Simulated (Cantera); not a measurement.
A closed system holds: 1 mol C3H8, 0.15 mol O2, 0.5 mol H2, held at 2000 °C and 94.0 Pa.

Cantera equilibrium calculation (NASA polynomials, part measured and part estimated; ideal gas, pure solids and liquids). Candidate condensed phases: C, C6H6, C7H8, C8H18, H2O; 110 gas species. The numbers say what is thermodynamically allowed, not how fast it happens.

Base state: H2 0.711, H 0.231, CO 0.0553, C2H2 (acetylene) 0.00268, C2H 3.68e-5, C3 1.08e-5 (mole fractions); condensed: C(graphite).

Problem. What changes in the equilibrium state with this change: O2 from 0.15 to 0.36 mol?

Solution. 
| species | before | after |
|---|---|---|
| H2 | 0.711 | 0.653 |
| H | 0.231 | 0.222 |
| CO | 0.0553 | 0.123 |
| C2H2 (acetylene) | 0.00268 | 0.00246 |
| C2H | 3.68e-5 | 3.53e-5 |
| C(graphite), mol | 2.67 | 2.25 |
